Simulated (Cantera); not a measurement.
What does this Cantera script print?

```python
import numpy as np
import cantera as ct

gas_names = """
    O2
""".split()
cond_names = """
    Cr(cr) Cr(L) Cr2O3(s) Cr2O3(L) Ti(a) Ti(b) Ti(L) Ti3O5(a) Ti3O5(b) Ti3O5(L) Ta(cr) Ta(L) Ta2O5(s)
    Ta2O5(L) Nb(cr) Nb(L) Nb2O5(s) Nb2O5(L)
""".split()


# ... load() reads the species with a 1 bar reference pressure and builds the phases ...
species = {s.name: s for s in load("nasa_gas.yaml", gas_names) + load("nasa_condensed.yaml", cond_names)}
# Each term lists the table entries of one substance; the one whose range holds T is used.
reactions = {
    '1.333 Cr + O2(g) = 0.6667 Cr2O3':
        [(-1.3333333333333333, ['Cr(cr)', 'Cr(L)']), (-1, ['O2']), (0.6666666666666666, ['Cr2O3(s)', 'Cr2O3(L)'])],
    '1.2 Ti + O2(g) = 0.4 Ti3O5':
        [(-1.2, ['Ti(a)', 'Ti(b)', 'Ti(L)']), (-1, ['O2']), (0.4, ['Ti3O5(a)', 'Ti3O5(b)', 'Ti3O5(L)'])],
    '0.8 Ta + O2(g) = 0.4 Ta2O5':
        [(-0.8, ['Ta(cr)', 'Ta(L)']), (-1, ['O2']), (0.4, ['Ta2O5(s)', 'Ta2O5(L)'])],
    '0.8 Nb + O2(g) = 0.4 Nb2O5':
        [(-0.8, ['Nb(cr)', 'Nb(L)']), (-1, ['O2']), (0.4, ['Nb2O5(s)', 'Nb2O5(L)'])],
}


def pick(names, T):
    return next(species[n] for n in names if species[n].thermo.min_temp <= T <= species[n].thermo.max_temp)


results = []
for label, terms in reactions.items():
    print(label)
    print("     T/K   dH/kJ  dS/(J/K)   dG/kJ   log10 K")
    for T in [475, 675, 875, 1075, 1275, 1475, 1675, 1875, 2075]:
        used = [(nu, pick(names, T)) for nu, names in terms]
        dH = sum(nu * s.thermo.h(T) for nu, s in used) / 1e6
        dS = sum(nu * s.thermo.s(T) for nu, s in used) / 1e3
        dG = dH - T * dS / 1e3
        logK = -dG * 1e6 / (ct.gas_constant * T * np.log(10))
        results.append((label, T, dH, dS, dG, logK, [s.name for _, s in used]))
        print(f"{T:8g} {dH:8.1f} {dS:8.1f} {dG:8.1f} {logK:8.2f}")
```

Output:

```
1.333 Cr + O2(g) = 0.6667 Cr2O3
     T/K   dH/kJ  dS/(J/K)   dG/kJ   log10 K
     475   -754.2   -176.8   -670.3    73.71
     675   -752.1   -173.0   -635.3    49.16
     875   -750.1   -170.4   -601.0    35.88
    1075   -748.6   -168.8   -567.1    27.56
    1275   -747.7   -168.1   -533.4    21.85
    1475   -747.8   -168.1   -499.8    17.70
    1675   -748.8   -168.7   -466.2    14.54
    1875   -750.7   -169.8   -432.3    12.04
    2075   -753.7   -171.3   -398.2    10.02
1.2 Ti + O2(g) = 0.4 Ti3O5
     T/K   dH/kJ  dS/(J/K)   dG/kJ   log10 K
     475   -976.8   -174.4   -893.9    98.30
     675   -974.9   -171.1   -859.4    66.50
     875   -972.9   -168.6   -825.4    49.27
    1075   -971.1   -166.7   -791.9    38.48
    1275   -973.4   -168.8   -758.2    31.06
    1475   -969.9   -166.2   -724.7    25.67
    1675   -966.3   -163.9   -691.7    21.57
    1875   -962.9   -162.0   -659.2    18.36
    2075   -909.3   -136.3   -626.5    15.77
0.8 Ta + O2(g) = 0.4 Ta2O5
     T/K   dH/kJ  dS/(J/K)   dG/kJ   log10 K
     475   -817.1   -177.7   -732.7    80.57
     675   -814.7   -173.5   -697.6    53.98
     875   -811.9   -169.9   -663.2    39.59
    1075   -808.8   -166.7   -629.6    30.59
    1275   -805.5   -163.9   -596.5    24.44
    1475   -802.1   -161.4   -564.0    19.97
    1675   -798.7   -159.3   -532.0    16.59
    1875   -795.4   -157.4   -500.3    13.94
    2075   -743.7   -132.2   -469.4    11.82
0.8 Nb + O2(g) = 0.4 Nb2O5
     T/K   dH/kJ  dS/(J/K)   dG/kJ   log10 K
     475   -758.6   -176.3   -674.9    74.21
     675   -756.4   -172.5   -640.0    49.53
     875   -754.0   -169.3   -605.8    36.17
    1075   -751.4   -166.6   -572.2    27.81
    1275   -748.8   -164.4   -539.1    22.09
    1475   -746.3   -162.6   -506.5    17.93
    1675   -743.9   -161.1   -474.1    14.78
    1875   -698.0   -135.4   -444.1    12.37
    2075   -691.5   -132.1   -417.4    10.51
```

Source: NASA polynomial tables (part measured, part estimated), evaluated in Cantera. Condensed species are held in their standard states even where they would react or evaporate.
